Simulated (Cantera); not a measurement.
Input: 1 mol V, 5.8 mol NH3, 0.62 mol N2, held at 1723 K and 1.00 bar.

Cantera equilibrium calculation (NASA polynomials, part measured and part estimated; ideal gas, pure solids and liquids). Candidate condensed phases: V, VN; 11 gas species. VN: taken at fixed stoichiometry. Condensed phases not in the tables: V2N. Rates play no part.

Base state: H2 0.742, N2 0.258, H 0.000157, NH3 1.12e-5 (mole fractions); condensed: VN(s).

Problem. What changes in the equilibrium state with this change: temperature from 1723 K to 2300 K?

Solution. 
```tsv
species	before	after
H2	0.742	0.735
N2	0.258	0.257
H	0.000157	0.00830
V	<1e-9	5.16e-5
NH3	1.12e-5	4.16e-6
VN(s), mol	1.00	0.999
```

Problem. What changes in the equilibrium state with this change: pressure from 1.00 bar to 1.33 mbar?

Solution. 
```
species       before    after
----------  --------  -------
H2             0.742    0.739
N2             0.258    0.257
H           0.000157  0.00429
NH3          1.12e-5  1.48e-8
VN(s), mol      1.00    1.000
```
